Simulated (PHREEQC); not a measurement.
# Leach liquor: speciation

A solution holds 0.014 mol HCl, 0.013 mol CuSO4 and 0.022 mol Na2SO4 per kg of water, at 35 °C. Closed to the air; pH follows from the charge balance.

Computed with PHREEQC (ion-association model, phreeqc.dat).

No solid was allowed to form.

Question: Predict the pH.

Answer: pH 2.24.

Question: In which forms is Cl present?

Answer: Cl- 99 %, CuCl+ 1.3 % of the Cl.

Species that the database lacks are ignored.
